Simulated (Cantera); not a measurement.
Charge: 1 mol Cu₂O, 120 mol H₂, 5.6 mol N₂, at 1775 K and 2.00 mbar.

Equilibrium computed with Cantera from the NASA thermochemical tables; the gas is ideal and each condensed phase is pure. Candidate condensed phases: Cu, CuO, Cu(OH)₂, Cu₂O, H₂O; 27 gas species. Equilibrium is a limit: real reactors are often held back by kinetics, nucleation or transport.

Base state: H₂ 0.927, N₂ 0.0438, Cu 0.0156, H₂O 0.00781, H 0.00623 (mole fractions); condensed: gas only.

Problem. What changes in the equilibrium state with this change: pressure from 2.00 mbar to 1 atm?

Solution. 
```json
[
 {"species": "H₂", "before": "0.927", "after": "0.947"},
 {"species": "N₂", "before": "0.0438", "after": "0.0446"},
 {"species": "H₂O", "before": "0.00781", "after": "0.00796"},
 {"species": "Cu", "before": "0.0156", "after": "0.000399"},
 {"species": "H", "before": "0.00623", "after": "0.000280"},
 {"species": "Cu(l), mol", "before": "0", "after": "1.95"}
]
```
